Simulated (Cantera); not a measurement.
A closed system holds: 1 mol CaF₂, 250 mol H₂, 0.059 mol O₂, equilibrated at 1552 °C and 0.100 bar.

Equilibrium computed with Cantera from the NASA thermochemical tables; the gas is ideal and each condensed phase is pure. Candidate condensed phases: Ca, CaF₂, CaO, Ca(OH)₂, H₂O; 29 gas species. Equilibrium is a limit: real reactors are often held back by kinetics, nucleation or transport.

Base state: H₂ 0.993, CaF₂ 0.00254, HF 0.00221, H 0.00139, CaF 0.000654, Ca 0.000428, H₂O 0.000117 (mole fractions); condensed: CaO(s).

Question: What changes in the equilibrium state with this change: temperature from 1552 °C to 702 °C?

Answer: 
```
species         before     after
------------  --------  --------
H₂               0.993     1.000
H₂O           0.000117  0.000471
HF             0.00221   2.68e-6
CaF₂           0.00254     <1e-9
CaF           0.000654     <1e-9
Ca            0.000428     <1e-9
CaO(s), mol     0.0882  0.000335
CaF₂(s), mol         0     1.000
```
